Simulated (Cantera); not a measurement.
A Cantera script and what it prints.

```python
import numpy as np
import cantera as ct

gas_names = """
    C CN C2 CCN CNC C2N2 C3 C4 C4N2 C5 N N2 Si SiC SiC2 SiN Si2 Si2C Si2N Si3
""".split()
cond_names = """
    C(gr) Si(cr) Si(L) SiC(b) Si3N4(a)
""".split()


# ... load() reads the species with a 1 bar reference pressure and builds the phases ...
atoms = {
    'Si3N4': {'Si': 3, 'N': 4},
    'C': {'C': 1},
    'N2': {'N': 2},
}
top_T = {'C(gr)': 4500, 'SiC(b)': 3050, 'Si3N4(a)': 2400}  # K; cautious upper limits of use, not melting points


# ... equilibrate(T, P, feed) seeds the gas with the atoms and calls Mixture.equilibrate('TP', solver="vcs", rtol=1e-11, max_steps=5000) ...
results = []
feed = {'Si3N4': 1, 'C': 0.16, 'N2': 0.02}  # mol
T = 1475  # K
P = 10000  # Pa
mix = equilibrate(T, P, feed)
results.append((T, P, feed, dict(zip(mix.species_names, mix.species_moles))))
print(gas.report(threshold=0.001))
for i in range(1, mix.n_phases):
    print(f"{mix.phase(i).name:16s} {mix.phase_moles(i):12.5e} mol")
```

Output:

```
       temperature   1475 K
          pressure   10000 Pa
           density   0.022843 kg/m^3
  mean mol. weight   28.014 kg/kmol
   phase of matter   gas

                          1 kg             1 kmol
                     ---------------   ---------------
          enthalpy        1.3386e+06        3.7501e+07  J
   internal energy        9.0086e+05        2.5237e+07  J
           entropy            9295.9        2.6042e+05  J/K
    Gibbs function       -1.2373e+07       -3.4661e+08  J
 heat capacity c_p            1238.1             34685  J/K
 heat capacity c_v            941.33             26371  J/K

                      mass frac. Y      mole frac. X     chem. pot. / RT
                     ---------------   ---------------   ---------------
                N2                 1                 1           -28.263
     [  +19 minor]        4.7798e-09        2.7894e-09

C(gr)             1.60000e-01 mol
Si(cr)            0.00000e+00 mol
SiC(b)            0.00000e+00 mol
Si3N4(a)          1.00000e+00 mol
```

Cantera equilibrium calculation (NASA polynomials, part measured and part estimated; ideal gas, pure solids and liquids).
